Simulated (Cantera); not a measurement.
A Cantera script and what it prints.

```python
import numpy as np
import cantera as ct

gas_names = [...]  # 116 gases of nasa_gas.yaml made of C, H, Mg, O
cond_names = """
    C(gr) C6H6(L) C7H8(L) C8H18(L),n-octa H2O(s) H2O(L) Mg(cr) Mg(L) MgCO3(s) MgO(s) MgO(L) MgO2H2(s)
""".split()


# ... load() reads the species with a 1 bar reference pressure and builds the phases ...
atoms = {
    'Mg(OH)2': {'Mg': 1, 'O': 2, 'H': 2},
    'CO2': {'C': 1, 'O': 2},
    'H2': {'H': 2},
}
top_T = {'C(gr)': 4500}  # K; cautious upper limits of use, not melting points


# ... equilibrate(T, P, feed) seeds the gas with the atoms and calls Mixture.equilibrate('TP', solver="vcs", rtol=1e-11, max_steps=5000) ...
results = []
feed = {'Mg(OH)2': 1, 'CO2': 3.5, 'H2': 4.9}  # mol
T = 1698.15  # K
P = 13332.2  # Pa
mix = equilibrate(T, P, feed)
results.append((T, P, feed, dict(zip(mix.species_names, mix.species_moles))))
x = sorted(zip(gas.X, gas.species_names), reverse=True)
print(f"T = {T:g} K  P = {P:g} Pa  gas = {mix.phase_moles(0):.4g} mol")
print("   x: " + "  ".join(f"{s} {v:.3e}" for v, s in x if v > 0.0001))
print("   condensed (mol): " + ("  ".join(f"{mix.phase(i).name} {mix.phase_moles(i):.4g}"
      for i in range(1, mix.n_phases) if mix.phase_moles(i) > 1e-12) or "none"))
```

It prints:

```
T = 1698.15 K  P = 13332.2 Pa  gas = 9.401 mol
   x: H2O 3.689e-01  CO 2.625e-01  H2 2.586e-01  CO2 1.098e-01  H 2.017e-04
   condensed (mol): MgO(s) 1
```

Equilibrium computed with Cantera from the NASA thermochemical tables; the gas is ideal and each condensed phase is pure.
